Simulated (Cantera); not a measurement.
What does this Cantera script print?

```python
import numpy as np
import cantera as ct

gas = ct.Solution("h2o2.yaml")
gas.TPX = 350, 380000, {'H2': 1, 'O2': 0.192, 'N2': 0.723}
flame = ct.FreeFlame(gas, width=0.016)
flame.set_refine_criteria(ratio=3, slope=0.08, curve=0.16)
flame.transport_model = "mixture-averaged"
flame.solve(loglevel=0, auto=True)
z, T = flame.grid, flame.T
thick = (T[-1] - T[0]) / np.gradient(T, z).max()
show = ['H2', 'O2', 'H2O', 'H', 'O', 'OH']
print(f"laminar burning velocity  {flame.velocity[0] * 100:.3f} cm/s")
print(f"burnt temperature         {T[-1]:.1f} K")
print(f"thermal thickness         {thick * 1e3:.4f} mm")
print(f"grid points               {len(z)}")
z0 = z[flame.heat_release_rate.argmax()]
print(f"{'z/mm':>9s}{'T/K':>9s}{'u/(m/s)':>9s}" + "".join(f"{s:>11s}" for s in show))
rows = []
for k in (-3, -2, -1.5, -1, -0.5, -0.25, 0, 0.25, 0.5, 1, 2, 4, 8):
    zz = z0 + k * thick
    rows.append([k * thick, np.interp(zz, z, T), np.interp(zz, z, flame.velocity),
                 *(np.interp(zz, z, flame.X[gas.species_index(s)]) for s in show)])
    print(f"{rows[-1][0] * 1e3:9.3f}{rows[-1][1]:9.1f}{rows[-1][2]:9.3f}" + "".join(f"{x:11.3e}" for x in rows[-1][3:]))
```

Result:

```
laminar burning velocity  304.537 cm/s
burnt temperature         1922.1 K
thermal thickness         0.0728 mm
grid points               110
     z/mm      T/K  u/(m/s)         H2         O2        H2O          H          O         OH
   -0.218    350.0    3.045  5.222e-01  1.003e-01  1.534e-09  1.244e-15  7.838e-12  2.566e-14
   -0.146    350.1    3.046  5.222e-01  1.003e-01  7.073e-08  4.065e-14  2.483e-10  8.513e-13
   -0.109    350.5    3.048  5.220e-01  1.003e-01  1.550e-06  9.894e-13  3.591e-09  2.678e-11
   -0.073    354.3    3.075  5.208e-01  1.006e-01  2.977e-05  9.970e-11  4.670e-08  3.110e-09
   -0.036    446.6    3.783  5.057e-01  1.021e-01  3.312e-03  1.113e-05  4.419e-06  2.062e-05
   -0.018    753.3    6.172  4.720e-01  9.355e-02  3.064e-02  1.804e-03  1.068e-04  5.281e-04
    0.000   1123.8    9.012  4.245e-01  6.996e-02  8.468e-02  1.102e-02  5.190e-04  7.127e-04
    0.018   1386.8   11.051  3.790e-01  3.943e-02  1.442e-01  2.414e-02  8.988e-04  1.084e-03
    0.036   1535.9   12.227  3.504e-01  1.737e-02  1.856e-01  3.257e-02  6.732e-04  1.215e-03
    0.073   1659.7   13.183  3.346e-01  2.725e-03  2.137e-01  3.402e-02  1.943e-04  1.129e-03
    0.146   1743.8   13.785  3.370e-01  1.672e-04  2.198e-01  2.641e-02  6.606e-05  9.959e-04
    0.291   1812.3   14.259  3.428e-01  1.047e-05  2.214e-01  1.742e-02  2.997e-05  7.619e-04
    0.582   1861.2   14.590  3.475e-01  3.502e-06  2.225e-01  1.046e-02  1.158e-05  5.060e-04
```

Model: the H2/O2 subset of GRI-Mech 3.0, which has no nitrogen chemistry, integrated in Cantera. The hydrogen kinetics of GRI-Mech 3.0 are dated; newer H2 mechanisms differ, most at raised pressure. Burning velocities carry a grid error of a few per cent, more on coarse grids.
